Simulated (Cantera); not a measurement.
What does this Cantera script print?

```python
import numpy as np
import cantera as ct

gas_names = """
    B BH BH2 BH3 BN B2 H H2 N NH NH2 NH3 N2 N2H2 N2H4
""".split()
cond_names = """
    B(b) B(L) BN(s)
""".split()


def load(file, names, dense=False):
    # The tables refer to 1 bar. Condensed volumes are neglected.
    table = {s.name: s for s in ct.Species.list_from_file(file)}
    out = []
    for n in names:
        d = dict(table[n].input_data)
        d["thermo"] = dict(d["thermo"], **{"reference-pressure": 1e5})
        if dense:
            d["equation-of-state"] = {"model": "constant-volume", "density": "1e6 g/cm^3"}
        out.append(ct.Species.from_dict(d))
    return out


gas = ct.Solution(thermo="ideal-gas", species=load("nasa_gas.yaml", gas_names))
cond = {s.name: ct.Solution(thermo="fixed-stoichiometry", species=[s], name=s.name)
        for s in load("nasa_condensed.yaml", cond_names, dense=True)}
atoms = {
    'B': {'B': 1},
    'NH3': {'N': 1, 'H': 3},
    'H2': {'H': 2},
}
top_T = {'BN(s)': 3200}  # K; cautious upper limits of use, not melting points


def equilibrate(T, P, feed):
    n = {}
    for name, mol in feed.items():
        for a, k in atoms[name].items():
            n[a] = n.get(a, 0.0) + k * mol
    gas.TPX = T, P, n
    mass = sum(n.values()) * gas.mean_molecular_weight
    gas.equilibrate("TP")
    valid = [c for c in cond.values() if c.min_temp <= T <= top_T.get(c.name, c.max_temp)]
    mix = ct.Mixture([(gas, mass / gas.mean_molecular_weight)] + [(c, 0.0) for c in valid])
    mix.T, mix.P = T, P
    mix.equilibrate("TP", solver="vcs", rtol=1e-11, max_steps=5000)
    return mix


results = []
feed = {'B': 1, 'NH3': 2.6, 'H2': 2.9}  # mol
for P in [10, 28, 77, 220, 600, 1700, 4600, 13000, 36000, 100000]:
    for T in [1550, 1600, 1650, 1700, 1750, 1800, 1850, 1900, 1950, 2000, 2050, 2100]:
        mix = equilibrate(T, P, feed)
        results.append((T, P, feed, dict(zip(mix.species_names, mix.species_moles))))

for T, P, feed, n in results:
    print(f"{T:7g} {P:10.4g}  " + (" + ".join(c for c in cond_names if n.get(c, 0) > 1e-12) or "gas only"))
```

Result:

```
   1550         10  BN(s)
   1600         10  BN(s)
   1650         10  BN(s)
   1700         10  BN(s)
   1750         10  BN(s)
   1800         10  BN(s)
   1850         10  B(b) + BN(s)
   1900         10  B(b)
   1950         10  B(b)
   2000         10  B(b)
   2050         10  B(b)
   2100         10  B(b)
   1550         28  BN(s)
   1600         28  BN(s)
   1650         28  BN(s)
   1700         28  BN(s)
   1750         28  BN(s)
   1800         28  BN(s)
   1850         28  BN(s)
   1900         28  BN(s)
   1950         28  B(b)
   2000         28  B(b)
   2050         28  B(b)
   2100         28  B(b)
   1550         77  BN(s)
   1600         77  BN(s)
   1650         77  BN(s)
   1700         77  BN(s)
   1750         77  BN(s)
   1800         77  BN(s)
   1850         77  BN(s)
   1900         77  BN(s)
   1950         77  BN(s)
   2000         77  B(b) + BN(s)
   2050         77  B(b)
   2100         77  B(b)
   1550        220  BN(s)
   1600        220  BN(s)
   1650        220  BN(s)
   1700        220  BN(s)
   1750        220  BN(s)
   1800        220  BN(s)
   1850        220  BN(s)
   1900        220  BN(s)
   1950        220  BN(s)
   2000        220  BN(s)
   2050        220  B(b) + BN(s)
   2100        220  B(b)
   1550        600  BN(s)
   1600        600  BN(s)
   1650        600  BN(s)
   1700        600  BN(s)
   1750        600  BN(s)
   1800        600  BN(s)
   1850        600  BN(s)
   1900        600  BN(s)
   1950        600  BN(s)
   2000        600  BN(s)
   2050        600  BN(s)
   2100        600  BN(s)
   1550       1700  BN(s)
   1600       1700  BN(s)
   1650       1700  BN(s)
   1700       1700  BN(s)
   1750       1700  BN(s)
   1800       1700  BN(s)
   1850       1700  BN(s)
   1900       1700  BN(s)
   1950       1700  BN(s)
   2000       1700  BN(s)
   2050       1700  BN(s)
   2100       1700  BN(s)
   1550       4600  BN(s)
   1600       4600  BN(s)
   1650       4600  BN(s)
   1700       4600  BN(s)
   1750       4600  BN(s)
   1800       4600  BN(s)
   1850       4600  BN(s)
   1900       4600  BN(s)
   1950       4600  BN(s)
   2000       4600  BN(s)
   2050       4600  BN(s)
   2100       4600  BN(s)
   1550    1.3e+04  BN(s)
   1600    1.3e+04  BN(s)
   1650    1.3e+04  BN(s)
   1700    1.3e+04  BN(s)
   1750    1.3e+04  BN(s)
   1800    1.3e+04  BN(s)
   1850    1.3e+04  BN(s)
   1900    1.3e+04  BN(s)
   1950    1.3e+04  BN(s)
   2000    1.3e+04  BN(s)
   2050    1.3e+04  BN(s)
   2100    1.3e+04  BN(s)
   1550    3.6e+04  BN(s)
   1600    3.6e+04  BN(s)
   1650    3.6e+04  BN(s)
   1700    3.6e+04  BN(s)
   1750    3.6e+04  BN(s)
   1800    3.6e+04  BN(s)
   1850    3.6e+04  BN(s)
   1900    3.6e+04  BN(s)
   1950    3.6e+04  BN(s)
   2000    3.6e+04  BN(s)
   2050    3.6e+04  BN(s)
   2100    3.6e+04  BN(s)
   1550      1e+05  BN(s)
   1600      1e+05  BN(s)
   1650      1e+05  BN(s)
   1700      1e+05  BN(s)
   1750      1e+05  BN(s)
   1800      1e+05  BN(s)
   1850      1e+05  BN(s)
   1900      1e+05  BN(s)
   1950      1e+05  BN(s)
   2000      1e+05  BN(s)
   2050      1e+05  BN(s)
   2100      1e+05  BN(s)
```

Equilibrium computed with Cantera from the NASA thermochemical tables; the gas is ideal and each condensed phase is pure. Mutual solubility and eutectic melting of coexisting phases are not modelled.
